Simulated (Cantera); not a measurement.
A Cantera script and what it prints.

```python
import numpy as np
import cantera as ct

gas_names = """
    B BH BH2 BH3 BO BO2 B2 B2O B2O2 B2O3 B3O3H3 H HBO HBO2 HO2 H2 H2O H2O2 H3B3O6 O OH O2 O3
""".split()
cond_names = """
    B(b) B(L) B2O3(L) B3O3H3(cr) H2O(s) H2O(L)
""".split()


def load(file, names, dense=False):
    # The tables refer to 1 bar. Condensed volumes are neglected.
    table = {s.name: s for s in ct.Species.list_from_file(file)}
    out = []
    for n in names:
        d = dict(table[n].input_data)
        d["thermo"] = dict(d["thermo"], **{"reference-pressure": 1e5})
        if dense:
            d["equation-of-state"] = {"model": "constant-volume", "density": "1e6 g/cm^3"}
        out.append(ct.Species.from_dict(d))
    return out


gas = ct.Solution(thermo="ideal-gas", species=load("nasa_gas.yaml", gas_names))
cond = {s.name: ct.Solution(thermo="fixed-stoichiometry", species=[s], name=s.name)
        for s in load("nasa_condensed.yaml", cond_names, dense=True)}
atoms = {
    'B2O3': {'B': 2, 'O': 3},
    'H2': {'H': 2},
}
top_T = {}  # K; cautious upper limits of use, not melting points


def equilibrate(T, P, feed):
    n = {}
    for name, mol in feed.items():
        for a, k in atoms[name].items():
            n[a] = n.get(a, 0.0) + k * mol
    gas.TPX = T, P, n
    mass = sum(n.values()) * gas.mean_molecular_weight
    gas.equilibrate("TP")
    valid = [c for c in cond.values() if c.min_temp <= T <= top_T.get(c.name, c.max_temp)]
    mix = ct.Mixture([(gas, mass / gas.mean_molecular_weight)] + [(c, 0.0) for c in valid])
    mix.T, mix.P = T, P
    mix.equilibrate("TP", solver="vcs", rtol=1e-11, max_steps=5000)
    return mix


results = []
T = 1825  # K
P = 14  # Pa
for m in [7.9, 9, 10, 11, 13, 15, 16, 19, 21, 24, 27, 30, 34]:
    feed = {'B2O3': 1, 'H2': m}  # mol
    mix = equilibrate(T, P, feed)
    results.append((T, P, feed, dict(zip(mix.species_names, mix.species_moles))))

top = {s: max(r[3][s] / sum(r[3][g] for g in gas_names) for r in results) for s in gas_names}
cols = sorted((s for s in top if top[s] > 1e-06), key=lambda s: -top[s])[:9]
seen = [c for c in cond_names if any(r[3].get(c, 0) > 1e-12 for r in results)]
print("log10 of partial pressures in bar; condensed amounts in mol")
print(f"{'n(H2)':>10s}" + "".join(f"{s[:9]:>10s}" for s in cols + seen))
for T, P, feed, n in results:
    ng = sum(n[g] for g in gas_names)
    print(f"{feed['H2']:10.4g}" + "".join(f"{np.log10(max(n[s] / ng * P / 1e5, 1e-99)):10.3f}" for s in cols)
          + "".join(f"{n.get(c, 0):10.4g}" for c in seen))
```

It prints:

```
log10 of partial pressures in bar; condensed amounts in mol
     n(H2)        H2      B2O3      HBO2         H       HBO        BO      B2O2       H2O       BO2
       7.9    -3.950    -5.129    -5.137    -5.331    -5.374    -5.516    -6.238    -6.258    -7.590
         9    -3.942    -5.198    -5.173    -5.327    -5.400    -5.546    -6.297    -6.260    -7.630
        10    -3.936    -5.256    -5.203    -5.324    -5.421    -5.570    -6.346    -6.262    -7.663
        11    -3.931    -5.308    -5.231    -5.322    -5.441    -5.593    -6.391    -6.265    -7.693
        13    -3.923    -5.403    -5.281    -5.318    -5.478    -5.633    -6.472    -6.271    -7.747
        15    -3.917    -5.487    -5.326    -5.315    -5.510    -5.669    -6.544    -6.277    -7.795
        16    -3.914    -5.525    -5.346    -5.313    -5.526    -5.686    -6.577    -6.280    -7.817
        19    -3.908    -5.630    -5.403    -5.310    -5.567    -5.730    -6.666    -6.289    -7.876
        21    -3.905    -5.692    -5.437    -5.309    -5.592    -5.757    -6.719    -6.294    -7.912
        24    -3.901    -5.776    -5.483    -5.307    -5.627    -5.793    -6.792    -6.303    -7.960
        27    -3.898    -5.853    -5.526    -5.305    -5.658    -5.826    -6.857    -6.311    -8.004
        30    -3.896    -5.922    -5.564    -5.304    -5.686    -5.855    -6.916    -6.319    -8.044
        34    -3.893    -6.006    -5.611    -5.303    -5.720    -5.891    -6.987    -6.329    -8.092
```

Equilibrium computed with Cantera from the NASA thermochemical tables; the gas is ideal and each condensed phase is pure.
